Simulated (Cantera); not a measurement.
Input: 1 mol Ta, 18 mol N2O, 33 mol N2, at 2398.15 K and 3.00e-5 bar.

These are equilibrium values from Cantera (NASA tables, ideal gas, pure condensed phases), not measurements of a reactor. Candidate condensed phases: Ta, Ta2O5; 12 gas species. The numbers say what is thermodynamically allowed, not how fast it happens.

What is the equilibrium state?


```
Property                                 Value
-----------------------------------  ---------
x(N2)                                    0.762
x(O)                                     0.202
x(O2)                                   0.0165
x(TaO2)                                 0.0149
x(NO)                                  0.00526
x(TaO)                                0.000110
x(N)                                   1.74e-5
gas amount                           66.73 mol
log10 activity of Ta2O5(l) (absent)      -3.85
log10 activity of Ta(s) (absent)         -5.68
```
